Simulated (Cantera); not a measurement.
Dilute partial oxidation

An isothermal, constant-pressure homogeneous reactor starts with CH4 : O2 : N2 = 0.0041 : 0.011 : 1 (molar parts), equivalence ratio 0.75, at 1275 K and 3.45 atm.

Detailed kinetics in Cantera: GRI-Mech 3.0 (53 species, 325 reactions).

| t (s) | x CH4 | x O2 | x C2H | x CO2 | x O | x NO2 |
|---|---|---|---|---|---|---|
| 2.00e-5 | 0.00404 | 0.0108 | <1e-12 | <1e-12 | 1.94e-11 | <1e-12 |
| 8.43e-5 | 0.00404 | 0.0108 | <1e-12 | <1e-12 | 2.42e-11 | <1e-12 |
| 0.000356 | 0.00404 | 0.0108 | <1e-12 | <1e-12 | 4.10e-11 | <1e-12 |
| 0.00150 | 0.00404 | 0.0108 | <1e-12 | 6.57e-12 | 1.22e-10 | <1e-12 |
| 0.00632 | 0.00404 | 0.0108 | <1e-12 | 7.70e-10 | 4.80e-10 | <1e-12 |
| 0.0267 | 0.00402 | 0.0108 | <1e-12 | 1.89e-8 | 1.14e-9 | <1e-12 |
| 0.112 | 0.00362 | 0.0106 | <1e-12 | 2.02e-6 | 1.26e-8 | <1e-12 |
| 0.474 | <1e-12 | 0.00276 | <1e-12 | 0.00404 | 1.45e-8 | 1.25e-9 |
| 2.00 | <1e-12 | 0.00276 | <1e-12 | 0.00404 | 3.42e-9 | 5.26e-10 |
x: mole fraction; the columns are a selection and need not sum to one.

Equilibrium at this temperature and pressure: CH4 <1e-12, O2 0.00274, C2H <1e-12, CO2 0.00404, O 3.14e-9, NO2 1.10e-7 (gas phase only).
